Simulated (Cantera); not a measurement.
A Cantera script and what it prints.

```python
import numpy as np
import cantera as ct

gas_names = """
    B BH BH2 BH3 BN BO BO2 B2 B2O B2O2 B2O3 B3O3H3 H HBO HBO2 HNO HNO2 HNO3 HO2 H2 H2O H2O2 H3B3O6 N NH
    NH2 NH3 NH2OH NO NO2 NO3 N2 N2H2 N2H4 N2O O OH O2 O3
""".split()
cond_names = """
    B(b) B(L) BN(s) B2O3(L) B3O3H3(cr) H2O(s) H2O(L)
""".split()


def load(file, names, dense=False):
    # The tables refer to 1 bar. Condensed volumes are neglected.
    table = {s.name: s for s in ct.Species.list_from_file(file)}
    out = []
    for n in names:
        d = dict(table[n].input_data)
        d["thermo"] = dict(d["thermo"], **{"reference-pressure": 1e5})
        if dense:
            d["equation-of-state"] = {"model": "constant-volume", "density": "1e6 g/cm^3"}
        out.append(ct.Species.from_dict(d))
    return out


gas = ct.Solution(thermo="ideal-gas", species=load("nasa_gas.yaml", gas_names))
cond = {s.name: ct.Solution(thermo="fixed-stoichiometry", species=[s], name=s.name)
        for s in load("nasa_condensed.yaml", cond_names, dense=True)}
atoms = {
    'B2O3': {'B': 2, 'O': 3},
    'NH3': {'N': 1, 'H': 3},
    'N2': {'N': 2},
}
top_T = {'BN(s)': 3200}  # K; cautious upper limits of use, not melting points


def equilibrate(T, P, feed):
    n = {}
    for name, mol in feed.items():
        for a, k in atoms[name].items():
            n[a] = n.get(a, 0.0) + k * mol
    gas.TPX = T, P, n
    mass = sum(n.values()) * gas.mean_molecular_weight
    gas.equilibrate("TP")
    valid = [c for c in cond.values() if c.min_temp <= T <= top_T.get(c.name, c.max_temp)]
    mix = ct.Mixture([(gas, mass / gas.mean_molecular_weight)] + [(c, 0.0) for c in valid])
    mix.T, mix.P = T, P
    mix.equilibrate("TP", solver="vcs", rtol=1e-11, max_steps=5000)
    return mix


results = []
feed = {'B2O3': 1, 'NH3': 10, 'N2': 8.1}  # mol
P = 100  # Pa
for T in [1648, 1723, 1798, 1873, 1948, 2023, 2098, 2173, 2248, 2323, 2398, 2473]:
    mix = equilibrate(T, P, feed)
    results.append((T, P, feed, dict(zip(mix.species_names, mix.species_moles))))

top = {s: max(r[3][s] / sum(r[3][g] for g in gas_names) for r in results) for s in gas_names}
cols = sorted((s for s in top if top[s] > 1e-05), key=lambda s: -top[s])[:6]
seen = [c for c in cond_names if any(r[3].get(c, 0) > 1e-12 for r in results)]
print("log10 of partial pressures in bar; condensed amounts in mol")
print(f"{'T/K':>10s}" + "".join(f"{s[:9]:>10s}" for s in cols + seen))
for T, P, feed, n in results:
    ng = sum(n[g] for g in gas_names)
    print(f"{T:10.4g}" + "".join(f"{np.log10(max(n[s] / ng * P / 1e5, 1e-99)):10.3f}" for s in cols)
          + "".join(f"{n.get(c, 0):10.4g}" for c in seen))
```

Output:

```
log10 of partial pressures in bar; condensed amounts in mol
       T/K        H2        N2         H        BO      HBO2      B2O3
      1648    -3.302    -3.347    -5.702    -5.959    -4.797    -4.755
      1723    -3.305    -3.348    -5.392    -5.662    -4.771    -4.791
      1798    -3.309    -3.349    -5.108    -5.400    -4.748    -4.833
      1873    -3.315    -3.351    -4.848    -5.173    -4.729    -4.886
      1948    -3.324    -3.354    -4.609    -4.981    -4.715    -4.953
      2023    -3.337    -3.359    -4.390    -4.821    -4.710    -5.038
      2098    -3.356    -3.366    -4.190    -4.691    -4.720    -5.146
      2173    -3.384    -3.375    -4.009    -4.588    -4.749    -5.278
      2248    -3.424    -3.387    -3.846    -4.508    -4.802    -5.438
      2323    -3.477    -3.402    -3.702    -4.449    -4.886    -5.628
      2398    -3.549    -3.420    -3.577    -4.407    -5.007    -5.851
      2473    -3.641    -3.441    -3.472    -4.379    -5.179    -6.117
```

These are equilibrium values from Cantera (NASA tables, ideal gas, pure condensed phases), not measurements of a reactor.
